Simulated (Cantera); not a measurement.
**Premixed flame**

A freely propagating, adiabatic, planar premixed flame of 51.6 % H₂, 10.7 % O₂, 37.6 % N₂, unburnt at 700 K and 1050 Torr; unity-Lewis-number transport, grid criteria slope 0.08 and curve 0.16, no radiation.

Model: the H2/O2 subset of GRI-Mech 3.0, which has no nitrogen chemistry, integrated in Cantera. Unity Lewis numbers drop preferential diffusion, which matters most where H2 and H carry the flame. Burning velocities carry a grid error of a few per cent, more on coarse grids.

| z (mm) | T (K) | u (m/s) | x H₂ | x O₂ | x H₂O | x O | x H | x H₂O₂ |
|---|---|---|---|---|---|---|---|---|
| -0.858 | 700 | 7.63 | 0.516 | 0.107 | 1.64e-8 | <1e-8 | <1e-8 | <1e-8 |
| -0.572 | 700 | 7.63 | 0.516 | 0.107 | 4.91e-7 | <1e-8 | <1e-8 | <1e-8 |
| -0.429 | 700 | 7.63 | 0.516 | 0.107 | 4.47e-6 | <1e-8 | <1e-8 | <1e-8 |
| -0.286 | 701 | 7.63 | 0.516 | 0.107 | 7.89e-5 | 1.14e-8 | 5.25e-8 | 7.30e-8 |
| -0.143 | 737 | 8.02 | 0.512 | 0.105 | 0.00482 | 1.21e-5 | 0.000196 | 2.38e-6 |
| -0.0715 | 938 | 10.1 | 0.484 | 0.0902 | 0.0366 | 0.000297 | 0.00677 | 3.16e-6 |
| 0 | 1314 | 13.8 | 0.381 | 0.0451 | 0.129 | 0.00201 | 0.0506 | 1.21e-6 |
| 0.0715 | 1565 | 16.2 | 0.297 | 0.0103 | 0.201 | 0.00187 | 0.0901 | 6.49e-7 |
| 0.143 | 1686 | 17.3 | 0.282 | 0.00195 | 0.220 | 0.00116 | 0.0912 | 4.33e-7 |
| 0.286 | 1808 | 18.3 | 0.289 | 0.000348 | 0.225 | 0.000818 | 0.0762 | 2.68e-7 |
| 0.572 | 1929 | 19.4 | 0.301 | 0.000184 | 0.228 | 0.000550 | 0.0580 | 1.47e-7 |
| 1.14 | 2042 | 20.3 | 0.312 | 0.000101 | 0.231 | 0.000311 | 0.0410 | 7.39e-8 |
| 2.29 | 2131 | 21.0 | 0.320 | 4.83e-5 | 0.234 | 0.000152 | 0.0275 | 3.63e-8 |
x: mole fraction of selected species; z is measured from the peak of heat release.

| Quantity | Result |
|---|---|
| laminar burning velocity | 763 cm/s |
| thermal thickness | 0.286 mm |
| peak x(O) | 0.00231 |
| peak x(H) | 0.0932 |
| peak x(H₂O₂) | 3.55e-6 |
| grid points | 118 |
